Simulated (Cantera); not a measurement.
A closed system holds: 1 mol TiO2, 14 mol H2, 1.5 mol H2O, equilibrated at 5.90 bar.

Equilibrium computed with Cantera from the NASA thermochemical tables; the gas is ideal and each condensed phase is pure. Candidate condensed phases: H2O, Ti, TiO, TiO2, Ti2O3, Ti3O5, Ti4O7; 12 gas species. Condensed phases not in the tables: Magnéli phases beyond Ti4O7. Gases not in the tables: TiO(OH)2. Equilibrium is a limit: real reactors are often held back by kinetics, nucleation or transport.

log p: log10 of the partial pressure in bar; n: condensed amount in mol.

| T (K) | log p H2 | log p H2O | log p H | log p OH | n TiO2(rutile) | n Ti4O7(s) |
|---|---|---|---|---|---|---|
| 1298 | 0.73 | -0.24 | -5.61 | -8.46 | 1.00 | 0 |
| 1348 | 0.73 | -0.24 | -5.27 | -8.04 | 1.00 | 0 |
| 1398 | 0.73 | -0.24 | -4.96 | -7.64 | 1.00 | 0 |
| 1448 | 0.73 | -0.24 | -4.67 | -7.27 | 1.00 | 0 |
| 1498 | 0.73 | -0.24 | -4.40 | -6.92 | 1.00 | 0 |
| 1548 | 0.73 | -0.24 | -4.15 | -6.59 | 1.00 | 0 |
| 1598 | 0.73 | -0.24 | ___ | ___ | 1.00 | 0 |
| 1648 | 0.73 | -0.24 | ___ | ___ | 1.00 | 0 |
| 1698 | 0.73 | -0.24 | -3.48 | -5.74 | 1.00 | 0 |
| 1748 | 0.73 | -0.24 | -3.28 | -5.48 | 1.00 | 0 |
| 1798 | 0.73 | -0.24 | -3.09 | -5.24 | 1.00 | 0 |
| 1848 | 0.72 | -0.18 | -2.92 | -4.94 | 0 | 0.250 |
| 1898 | 0.72 | -0.18 | -2.75 | -4.73 | 0 | 0.250 |
| 1948 | 0.72 | -0.18 | -2.59 | -4.53 | 0 | 0.250 |

Q: Fill in the missing entries.

A: 
- 1648, log p H: -3.69
- 1648, log p OH: -6.00
- 1598, log p H: -3.91
- 1598, log p OH: -6.29
